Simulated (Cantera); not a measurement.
An isothermal, constant-pressure homogeneous reactor starts with 62.9 % NO, 37.1 % N2, at 1975 K and 0.365 atm.

Cantera simulation using GRI-Mech 3.0 (53 species, 325 reactions); the numbers are that mechanism's predictions, not measurements.

**Question.** Predict: x(NO) at 10.0 s; x(N2) at 10.0 s; x(N2O) at 10.0 s; x(NO2) at 10.0 s; x(O2) at 10.0 s; x(O) at 10.0 s.

**Answer.** 
```
Quantity                                              Value
----------------  -----------------------------------------
x(NO) at 10.0 s      0.0198 (gas-phase equilibrium 0.00810)
x(N2) at 10.0 s         0.675 (gas-phase equilibrium 0.681)
x(N2O) at 10.0 s    3.76e-7 (gas-phase equilibrium 2.58e-7)
x(NO2) at 10.0 s    2.60e-5 (gas-phase equilibrium 1.08e-5)
x(O2) at 10.0 s         0.304 (gas-phase equilibrium 0.310)
x(O) at 10.0 s    0.000503 (gas-phase equilibrium 0.000507)
```
